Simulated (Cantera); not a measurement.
Feed: 1 mol Al2O3, 0.058 mol H2O, equilibrated at 848.15 K and 190000 Pa.

Cantera equilibrium calculation (NASA polynomials, part measured and part estimated; ideal gas, pure solids and liquids). Candidate condensed phases: Al, Al2O3, H2O; 19 gas species. The numbers say what is thermodynamically allowed, not how fast it happens.

**Question.** What is the equilibrium state?

**Answer.** 
```json
{
 "x(H2O)": "1.00",
 "n(Al2O3(s))": "1.00 mol",
 "gas_amount": "0.05800 mol",
 "log10 activity of Al(s) (absent)": "-37.22"
}
```
